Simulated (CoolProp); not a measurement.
Vapour-liquid equilibrium of dimethyl ether (1) + chloromethane (R40) (2) at 365.5 K; x and y are mole fractions of (1).

Model: multi-fluid Helmholtz-energy mixture model, Wu 2011 and Thol 2014; pair parameters Bell 2016, in CoolProp.

```tsv
x	bubble pressure, mixture model (MPa)	bubble pressure, Raoult's law (MPa)	y, mixture model	y, Raoult's law
0.05	2.790	2.810	0.046	0.051
0.15	2.758	2.814	0.142	0.152
0.25	2.734	2.818	0.242	0.253
0.35	2.719	2.822	0.345	0.353
0.45	2.712	2.826	0.449	0.453
0.55	2.715	2.830	0.554	0.553
0.65	2.728	2.833	0.658	0.653
0.75	2.750	2.837	0.760	0.753
0.85	2.782	2.841	0.859	0.852
0.95	2.823	2.845	0.954	0.951
```

The largest gap from Raoult's law is -4.1 % in bubble pressure, at x = 0.55. y crosses x between x = 0.45 and 0.55: the model has an azeotrope there.

Pair parameters are fitted to limited data, so mixtures are less certain than the pure fluids.
